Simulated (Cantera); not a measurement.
What does this Cantera script print?

```python
import numpy as np
import cantera as ct

gas_names = """
    H HNO HNO2 HNO3 HO2 H2 H2O H2O2 N NH NH2 NH3 NH2OH NO NO2 NO3 N2 N2H2 N2H4 N2O O OH O2 O3 Si SiH
    SiH2 SiH3 SiH4 SiN SiO SiO2 Si2 Si2N Si3
""".split()
cond_names = """
    H2O(s) H2O(L) Si(cr) Si(L) SiO2(Lqz) SiO2(hqz) SiO2(L) Si2N2O(s) Si3N4(a)
""".split()


# ... load() reads the species with a 1 bar reference pressure and builds the phases ...
atoms = {
    'Si3N4': {'Si': 3, 'N': 4},
    'O2': {'O': 2},
    'H2': {'H': 2},
}
top_T = {'Si2N2O(s)': 2100, 'Si3N4(a)': 2400}  # K; cautious upper limits of use, not melting points


# ... equilibrate(T, P, feed) seeds the gas with the atoms and calls Mixture.equilibrate('TP', solver="vcs", rtol=1e-11, max_steps=5000) ...
results = []
feed = {'Si3N4': 1, 'O2': 0.69, 'H2': 8.5}  # mol
P = 1333.22  # Pa
for T in [1625, 1650, 1675, 1700, 1725, 1750, 1775, 1800, 1825, 1850, 1875]:
    mix = equilibrate(T, P, feed)
    results.append((T, P, feed, dict(zip(mix.species_names, mix.species_moles))))

top = {s: max(r[3][s] / sum(r[3][g] for g in gas_names) for r in results) for s in gas_names}
cols = sorted((s for s in top if top[s] > 1e-06), key=lambda s: -top[s])[:7]
seen = [c for c in cond_names if any(r[3].get(c, 0) > 1e-12 for r in results)]
print("log10 of partial pressures in bar; condensed amounts in mol")
print(f"{'T/K':>10s}" + "".join(f"{s[:9]:>10s}" for s in cols + seen))
for T, P, feed, n in results:
    ng = sum(n[g] for g in gas_names)
    print(f"{T:10.4g}" + "".join(f"{np.log10(max(n[s] / ng * P / 1e5, 1e-99)):10.3f}" for s in cols)
          + "".join(f"{n.get(c, 0):10.4g}" for c in seen))
```

Output:

```
log10 of partial pressures in bar; condensed amounts in mol
       T/K        H2        N2       SiO         H        Si       SiH      SiH2    Si(cr)     Si(L) Si2N2O(s)  Si3N4(a)
      1625    -1.899    -3.163    -4.906    -5.101    -6.906    -7.556    -7.197         0         0     1.372   0.08273
      1650    -1.899    -3.161    -4.627    -4.991    -6.573    -7.261    -6.962         0         0     1.364    0.0852
      1675    -1.909    -3.026    -4.376    -4.890    -6.363    -7.092    -6.858    0.2685         0     1.351         0
      1700    -1.913    -3.005    -4.013    -4.788    -6.168    -6.935    -6.761         0    0.3067     1.313         0
      1725    -1.921    -2.962    -3.669    -4.691    -5.993    -6.799    -6.684         0    0.3905     1.228         0
      1750    -1.936    -2.893    -3.364    -4.601    -5.824    -6.670    -6.617         0    0.5555     1.063         0
      1775    -1.963    -2.797    -3.096    -4.520    -5.659    -6.551    -6.564         0    0.8616    0.7561         0
      1800    -2.008    -2.679    -2.861    -4.450    -5.498    -6.445    -6.532         0     1.427    0.1892         0
      1825    -2.022    -2.650    -2.811    -4.367    -5.342    -6.327    -6.471         0     1.615         0         0
      1850    -2.023    -2.650    -2.811    -4.280    -5.191    -6.206    -6.398         0     1.613         0         0
      1875    -2.023    -2.650    -2.811    -4.195    -5.043    -6.088    -6.327         0      1.61         0         0
```

Cantera equilibrium calculation (NASA polynomials, part measured and part estimated; ideal gas, pure solids and liquids). Mutual solubility and eutectic melting of coexisting phases are not modelled. The tables' values for SiN are old estimates; treat these amounts as uncertain. Gases not in the tables: Si2H6 and higher silanes.
